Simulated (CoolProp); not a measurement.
Vapour-liquid equilibrium of m-xylene (1) + o-xylene (2) at 0.19 MPa; x and y are mole fractions of (1).

Values from CoolProp's multi-fluid Helmholtz-energy mixture model, Zhou 2012 and Zhou 2012; pair parameters Bell 2016.

Problem. Give the bubble temperature and the first vapour's composition at x = 0.275, 0.425, 0.725. Is there an azeotrope?

Solution. x = 0.275: 168.2 °C, y = 0.300; x = 0.425: 167.3 °C, y = 0.456; x = 0.725: 165.6 °C, y = 0.749. No azeotrope shows between x = 0.05 and 0.95.

The pair parameters rest on a limited set of measurements; away from them the model extrapolates.
